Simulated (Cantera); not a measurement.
**Chemical vapour transport: Si + Br2 + H2**

Input: 1 mol Si, 0.1 mol Br2, 1.2 mol H2, held at 263 Torr.

Equilibrium computed with Cantera from the NASA thermochemical tables; the gas is ideal and each condensed phase is pure. Candidate condensed phases: Br2, Si; 19 gas species. The tables' values for SiBr3, SiBr are old estimates; treat these amounts as uncertain. Rates play no part.

```json
[
 {"T (K)": "775", "x H2": "0.957", "x HBr": "0.00232", "x SiBr4": "0.0354", "x SiBr2": "2.86e-6", "x SiHBr3": "0.00515", "x SiBr3": "6.63e-6", "n Si(s)": "0.949"},
 {"T (K)": "850", "x H2": "0.954", "x HBr": "0.00560", "x SiBr4": "0.0343", "x SiBr2": "2.25e-5", "x SiHBr3": "0.00541", "x SiBr3": "2.84e-5", "n Si(s)": "0.950"},
 {"T (K)": "925", "x H2": "0.950", "x HBr": "0.0116", "x SiBr4": "0.0326", "x SiBr2": "0.000124", "x SiHBr3": "0.00552", "x SiBr3": "9.37e-5", "n Si(s)": "0.952"},
 {"T (K)": "1000", "x H2": "0.942", "x HBr": "0.0212", "x SiBr4": "0.0298", "x SiBr2": "0.000514", "x SiHBr3": "0.00541", "x SiBr3": "0.000250", "n Si(s)": "0.954"},
 {"T (K)": "1075", "x H2": "0.932", "x HBr": "0.0348", "x SiBr4": "0.0257", "x SiBr2": "0.00168", "x SiHBr3": "0.00503", "x SiBr3": "0.000548", "n Si(s)": "0.958"},
 {"T (K)": "1150", "x H2": "0.918", "x HBr": "0.0518", "x SiBr4": "0.0201", "x SiBr2": "0.00440", "x SiHBr3": "0.00431", "x SiBr3": "0.000990", "n Si(s)": "0.962"},
 {"T (K)": "1225", "x H2": "0.902", "x HBr": "0.0698", "x SiBr4": "0.0133", "x SiBr2": "0.00927", "x SiHBr3": "0.00325", "x SiBr3": "0.00144", "n Si(s)": "0.965"},
 {"T (K)": "1300", "x H2": "0.889", "x HBr": "0.0847", "x SiBr4": "0.00702", "x SiBr2": "0.0155", "x SiHBr3": "0.00205", "x SiBr3": "0.00162", "n Si(s)": "0.966"},
 {"T (K)": "1375", "x H2": "0.880", "x HBr": "0.0931", "x SiBr4": "0.00290", "x SiBr2": "0.0209", "x SiHBr3": "0.00108", "x SiBr3": "0.00142", "n Si(s)": "0.966"},
 {"T (K)": "1450", "x H2": "0.877", "x HBr": "0.0960", "x SiBr4": "0.00105", "x SiBr2": "0.0244", "x SiHBr3": "0.000513", "x SiBr3": "0.00106", "n Si(s)": "0.965"},
 {"T (K)": "1525", "x H2": "0.876", "x HBr": "0.0961", "x SiBr4": "0.000375", "x SiBr2": "0.0264", "x SiHBr3": "0.000242", "x SiBr3": "0.000755", "n Si(s)": "0.964"},
 {"T (K)": "1600", "x H2": "0.875", "x HBr": "0.0952", "x SiBr4": "0.000142", "x SiBr2": "0.0277", "x SiHBr3": "0.000119", "x SiBr3": "0.000535", "n Si(s)": "0.963"}
]
```
x: gas mole fraction; n: condensed amount in mol.

From 775 K to 1600 K the condensed part is Si(s). The main Si-bearing gas is SiBr4 at 775 K and SiBr2 at 1600 K.
